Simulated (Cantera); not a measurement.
Charge: 1 mol Si(CH3)4, 0.015 mol C3H8, 75 mol H2, held at 1.00 bar.

These are equilibrium values from Cantera (NASA tables, ideal gas, pure condensed phases), not measurements of a reactor. Candidate condensed phases: C, C6H6, C7H8, C8H18, Si, SiC; 87 gas species. Rates play no part.

x: gas mole fraction; n: condensed amount in mol.

| T (K) | x H2 | x CH4 | x H | x C2H2 (acetylene) | x CH3 | x C2H4 | x SiH2 | n SiC(s) | n C(graphite) |
|---|---|---|---|---|---|---|---|---|---|
| 973 | 0.961 | 0.0390 | 1.06e-9 | 5.60e-11 | 7.30e-10 | 5.20e-8 | <1e-12 | 1.00 | 0 |
| 1048 | 0.961 | 0.0390 | 7.57e-9 | 1.98e-9 | 5.47e-9 | 3.53e-7 | <1e-12 | 1.00 | 0 |
| 1123 | 0.972 | 0.0277 | 4.20e-8 | 2.14e-8 | 2.22e-8 | 9.18e-7 | … | 1.00 | 0.857 |
| 1198 | 0.984 | 0.0155 | 1.89e-7 | 9.74e-8 | 5.68e-8 | 1.21e-6 | … | 1.00 | 1.80 |
| 1273 | 0.991 | 0.00922 | 7.10e-7 | 3.68e-7 | 1.29e-7 | 1.51e-6 | … | 1.00 | 2.30 |
| 1348 | 0.994 | 0.00577 | 2.31e-6 | 1.20e-6 | 2.66e-7 | 1.84e-6 | … | 1.00 | 2.58 |
| 1423 | 0.996 | 0.00378 | 6.63e-6 | 3.42e-6 | 5.05e-7 | 2.19e-6 | … | 1.000 | 2.74 |
| 1498 | 0.997 | 0.00258 | 1.72e-5 | 8.79e-6 | 9.00e-7 | 2.55e-6 | … | 1.000 | 2.83 |
| 1573 | 0.998 | 0.00183 | 4.06e-5 | 2.06e-5 | 1.51e-6 | 2.92e-6 | … | 1.000 | 2.89 |
| 1648 | 0.999 | 0.00134 | 8.90e-5 | 4.47e-5 | 2.42e-6 | 3.30e-6 | … | 1.000 | 2.93 |
| 1723 | 0.999 | 0.00100 | 0.000182 | 9.04e-5 | 3.72e-6 | 3.69e-6 | … | 1.000 | 2.95 |
| 1798 | 0.999 | 0.000773 | 0.000352 | 0.000172 | 5.51e-6 | 4.08e-6 | … | 1.000 | 2.95 |
| 1873 | 0.998 | 0.000608 | 0.000645 | 0.000312 | 7.89e-6 | 4.48e-6 | … | 1.000 | 2.94 |
| 1948 | 0.998 | 0.000487 | 0.00113 | 0.000538 | 1.10e-5 | 4.87e-6 | … | 1.000 | 2.92 |

### Question
Complete the blanks.

### Answer

- 1123, x SiH2: 2.24e-12
- 1198, x SiH2: 1.87e-11
- 1273, x SiH2: 1.21e-10
- 1348, x SiH2: 6.34e-10
- 1423, x SiH2: 2.78e-9
- 1498, x SiH2: 1.05e-8
- 1573, x SiH2: 3.50e-8
- 1648, x SiH2: 1.04e-7
- 1723, x SiH2: 2.83e-7
- 1798, x SiH2: 7.03e-7
- 1873, x SiH2: 1.63e-6
- 1948, x SiH2: 3.52e-6
